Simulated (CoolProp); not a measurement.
Model: reference Helmholtz-energy equation of state, Tillner-Roth 1997, in CoolProp.

Question: For CH2F2 (R32), give the phase and the speed of sound (m/s) at 435 K and 197 kPa; 435 K and 1340 kPa.

Answer: 
- 435 K and 197 kPa: gas; speed of sound 285
- 435 K and 1340 kPa: gas; speed of sound 279
